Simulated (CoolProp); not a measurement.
Properties of nitrous oxide along the isotherm 226.85 °C (Tc = 36.4 °C, pc = 7245 kPa, ω = 0.161).

The numbers come from the reference Helmholtz-energy equation of state, Lemmon 2006 in CoolProp. It is a short technical equation, of lower accuracy than the large ones.

```csv
p (kPa),phase,density (kg/m³),cp (kJ/(kg K)),cv (kJ/(kg K)),isothermal compressibility (1/MPa),fugacity coefficient
34.4,gas,0.3643,1.043,0.8533,29.08,0.9997
78.2,gas,0.8285,1.043,0.8534,12.80,0.9993
178,gas,1.887,1.045,0.8537,5.627,0.9985
405,gas,4.303,1.048,0.8544,2.478,0.9966
922,gas,9.838,1.055,0.8559,1.093,0.9922
2100,gas,22.63,1.072,0.8594,0.4846,0.9824
4780,gas,52.66,1.114,0.8673,0.2173,0.9608
10900,supercritical,125.8,1.220,0.8848,0.09866,0.9155
```
